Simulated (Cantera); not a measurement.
A perfectly stirred reactor is fed with 21.7 % CH4, 78.3 % N2, at 1.00 bar; it is held at 1850 K, and followed from long to short residence time.

Cantera simulation using GRI-Mech 3.0 (53 species, 325 reactions); the numbers are that mechanism's predictions, not measurements. GRI-Mech 3.0 stops at C3 and has no aromatics, soot or wall deposition, so with more carbon than oxygen in the feed, carbon stays in small species such as C2H2 where larger ones or solid carbon would form.

### Question
Predict: x(CH4) at τ = 7.90 s; x(HCN) at τ = 7.90 s; x(C2H4) at τ = 7.90 s; x(C2H) at τ = 7.90 s; x(C2H2) at τ = 7.90 s; x(CH4) at τ = 78.0 ms; x(HCN) at τ = 78.0 ms; x(C2H4) at τ = 78.0 ms; x(C2H) at τ = 78.0 ms; x(C2H2) at τ = 78.0 ms.

### Answer
```
Property                  Result
----------------------  --------
x(CH4) at τ = 7.90 s     0.00257
x(HCN) at τ = 7.90 s    0.000153
x(C2H4) at τ = 7.90 s   0.000386
x(C2H) at τ = 7.90 s     9.91e-7
x(C2H2) at τ = 7.90 s     0.0878
x(CH4) at τ = 78.0 ms     0.0203
x(HCN) at τ = 78.0 ms    7.55e-6
x(C2H4) at τ = 78.0 ms  0.000442
x(C2H) at τ = 78.0 ms    8.68e-7
x(C2H2) at τ = 78.0 ms    0.0803
```
